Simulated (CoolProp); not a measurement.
n-hexane at 451.41 K and 5.44 MPa flows at 3.5 m/s in a round tube of 100 mm bore and 0.25 µm roughness, fully developed (64/Re and Nu = 3.66 if laminar; Colebrook and Gnielinski if turbulent). Each further row changes one setting.

The numbers come from the reference Helmholtz-energy equation of state, Thol 2019 in CoolProp.

| case | Reynolds number | Darcy friction factor | pressure drop (Pa/m) | heat-transfer coefficient (W/(m² K)) | mass flow (kg/h) |
|---|---|---|---|---|---|
| as stated | 1870000 | 0.0106 | 326 | 4570 | 49800 |
| velocity 7 m/s | 3740000 | 0.00953 | 1180 | 8380 | 99700 |
| diameter 200 mm | 3740000 | 0.00946 | 146 | 4170 | 199000 |

Viscosity comes from a separate model (Michailidou 2013). Thermal conductivity comes from a separate model (Assael 2013).
